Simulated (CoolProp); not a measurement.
Computed with CoolProp (reference Helmholtz-energy equation of state, Lemmon 2005).

Question: For R125, give the phase and the Joule-Thomson coefficient (K/MPa), Prandtl number at 363.5 K and 0.101 MPa; 500 K and 0.101 MPa.

Answer: 
- 363.5 K and 0.101 MPa: gas; Joule-Thomson coefficient 7.50, Prandtl number 0.728
- 500 K and 0.101 MPa: gas; Joule-Thomson coefficient 3.11, Prandtl number 0.703

Viscosity comes from a separate model (Huber 2006). Thermal conductivity comes from a separate model (Perkins 2006).
